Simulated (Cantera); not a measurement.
What does this Cantera script print?

```python
import numpy as np
import cantera as ct

gas_names = """
    B BH BH2 BH3 BN BO BO2 B2 B2O B2O2 B2O3 B3O3H3 H HBO HBO2 HNO HNO2 HNO3 HO2 H2 H2O H2O2 H3B3O6 N NH
    NH2 NH3 NH2OH NO NO2 NO3 N2 N2H2 N2H4 N2O O OH O2 O3
""".split()
cond_names = """
    B(b) B(L) BN(s) B2O3(L) B3O3H3(cr) H2O(s) H2O(L)
""".split()


# ... load() reads the species with a 1 bar reference pressure and builds the phases ...
atoms = {
    'B2O3': {'B': 2, 'O': 3},
    'H2': {'H': 2},
    'N2': {'N': 2},
}
top_T = {'BN(s)': 3200}  # K; cautious upper limits of use, not melting points


# ... equilibrate(T, P, feed) seeds the gas with the atoms and calls Mixture.equilibrate('TP', solver="vcs", rtol=1e-11, max_steps=5000) ...
results = []
feed = {'B2O3': 1, 'H2': 50, 'N2': 6.9}  # mol
T = 1700  # K
for P in [10, 28, 77, 220, 600, 1700, 4600, 13000, 36000, 100000]:
    mix = equilibrate(T, P, feed)
    results.append((T, P, feed, dict(zip(mix.species_names, mix.species_moles))))

top = {s: max(r[3][s] / sum(r[3][g] for g in gas_names) for r in results) for s in gas_names}
cols = sorted((s for s in top if top[s] > 1e-05), key=lambda s: -top[s])[:9]
seen = [c for c in cond_names if any(r[3].get(c, 0) > 1e-12 for r in results)]
print("log10 of partial pressures in bar; condensed amounts in mol")
print(f"{'P/Pa':>10s}" + "".join(f"{s[:9]:>10s}" for s in cols + seen))
for T, P, feed, n in results:
    ng = sum(n[g] for g in gas_names)
    print(f"{P:10.4g}" + "".join(f"{np.log10(max(n[s] / ng * P / 1e5, 1e-99)):10.3f}" for s in cols)
          + "".join(f"{n.get(c, 0):10.4g}" for c in seen))
```

It prints:

```
log10 of partial pressures in bar; condensed amounts in mol
      P/Pa        H2        N2         H       HBO      HBO2      B2O3        BO       H2O      B2O2     BN(s)   B2O3(L)
        10    -4.077    -4.927    -5.870    -6.010    -5.962    -6.329    -6.502    -6.817    -7.278         0         0
        28    -3.627    -4.479    -5.645    -5.533    -5.519    -5.859    -6.250    -6.400    -6.774         0         0
        77    -3.186    -4.039    -5.425    -5.076    -5.082    -5.406    -6.013    -5.980    -6.300         0         0
       220    -2.729    -3.582    -5.196    -4.608    -4.628    -4.941    -5.774    -5.537    -5.821         0         0
       600    -2.293    -3.146    -4.978    -4.165    -4.193    -4.500    -5.549    -5.109    -5.372         0         0
      1700    -1.840    -2.694    -4.752    -3.709    -3.742    -4.044    -5.319    -4.661    -4.912         0         0
      4600    -1.408    -2.261    -4.535    -3.274    -3.310    -3.610    -5.101    -4.231    -4.475         0         0
   1.3e+04    -0.956    -1.811    -4.310    -2.854    -2.835    -3.167    -4.907    -3.724    -4.087   0.03879         0
   3.6e+04    -0.508    -1.368    -4.086    -2.684    -2.497    -3.107    -4.961    -3.109    -4.195    0.1338    0.3776
     1e+05    -0.062    -0.924    -3.863    -2.535    -2.200    -3.107    -5.035    -2.514    -4.343    0.1786    0.5984
```

Equilibrium computed with Cantera from the NASA thermochemical tables; the gas is ideal and each condensed phase is pure. Mutual solubility and eutectic melting of coexisting phases are not modelled.
